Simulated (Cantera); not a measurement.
Thermodynamics of tantalum, niobium, vanadium and zirconium in process gases, feed V + O2 + H2

Feed: 1 mol V, a varied amount of O2, 4.6 mol H2, at 1077 °C and 0.133 bar.

Cantera equilibrium calculation (NASA polynomials, part measured and part estimated; ideal gas, pure solids and liquids). Candidate condensed phases: H2O, V, VO, V2O3, V2O4, V2O5; 12 gas species. Mutual solubility and eutectic melting of coexisting phases are not modelled. VO: taken at fixed stoichiometry. Condensed phases not in the tables: the oxides between V2O3 and V2O5 other than VO2, N, O or C dissolved in the metal. Equilibrium is a limit: real reactors are often held back by kinetics, nucleation or transport.

At 0.43 mol O2 the condensed part is V(s) + VO(s). At 0.68 mol O2 the condensed part is VO(s) + V2O3(s). From 0.94 mol O2 to 2.4 mol O2 the condensed part is V2O3(s).

| n(O2) (mol) | x H2 | x H2O | x H | x OH | x VO2 | n V(s) | n VO(s) | n V2O3(s) |
|---|---|---|---|---|---|---|---|---|
| 0.43 | 1.000 | 2.85e-6 | 6.53e-6 | <1e-12 | <1e-12 | 0.140 | 0.860 | 0 |
| 0.68 | 0.999 | 0.00144 | 6.52e-6 | 1.53e-10 | 2.59e-11 | 0 | 0.293 | 0.353 |
| 0.94 | 0.917 | 0.0826 | 6.25e-6 | 9.14e-9 | 2.04e-10 | 0 | 0 | 0.500 |
| 1.2 | 0.804 | 0.196 | 5.85e-6 | 2.31e-8 | 3.36e-10 | 0 | 0 | 0.500 |
| 1.4 | 0.717 | 0.283 | 5.53e-6 | 3.54e-8 | 4.28e-10 | 0 | 0 | 0.500 |
| 1.7 | 0.587 | 0.413 | 5.00e-6 | 5.71e-8 | 5.72e-10 | 0 | 0 | 0.500 |
| 1.9 | 0.500 | 0.500 | 4.62e-6 | 7.49e-8 | 6.81e-10 | 0 | 0 | 0.500 |
| 2.2 | 0.370 | 0.630 | 3.97e-6 | 1.10e-7 | 8.90e-10 | 0 | 0 | 0.500 |
| 2.4 | 0.283 | 0.717 | 3.47e-6 | 1.43e-7 | 1.09e-9 | 0 | 0 | 0.500 |
x: gas mole fraction; n: condensed amount in mol.
